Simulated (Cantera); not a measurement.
Thermodynamics of abatement and gas-phase synthesis, feed NF3 + H2O + O2

Input: 1 mol NF3, 1.7 mol H2O, 0.077 mol O2, held at 1702 °C and 1.90 mbar.

Cantera equilibrium calculation (NASA polynomials, part measured and part estimated; ideal gas, pure solids and liquids). Candidate condensed phases: H2O; 40 gas species. The numbers say what is thermodynamically allowed, not how fast it happens.

The x(HF) comes out as 0.659, the x(O2) comes out as 0.177 and the x(N2) comes out as 0.109. The x(H2O) comes out as 0.0406 and the x(O) is 0.00532. The x(OH) is 0.00529 and the x(NO) is 0.00244. The x(H) is 0.000721 and the x(H2) comes out as 0.000528. The gas amount comes out as 4.549 mol.
